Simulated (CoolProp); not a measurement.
Normal hydrogen at 711.14 K and 0.797 MPa is throttled through a valve to 0.535 MPa with no heat exchange. Each further row changes one setting.

Model: reference Helmholtz-energy equation of state, Leachman 2009, in CoolProp.

| case | temperature change (K) | final density (kg/m³) |
|---|---|---|
| as stated | … | … |
| outlet pressure 0.161 MPa | +0.4 | 0.0548 |
| outlet pressure 0.696 MPa | … | 0.237 |

Problem. Some entries are withheld; supply them.

Solution. 
- as stated, temperature change (K): +0.2
- as stated, final density (kg/m³): 0.182
- outlet pressure 0.696 MPa, temperature change (K): +0.1
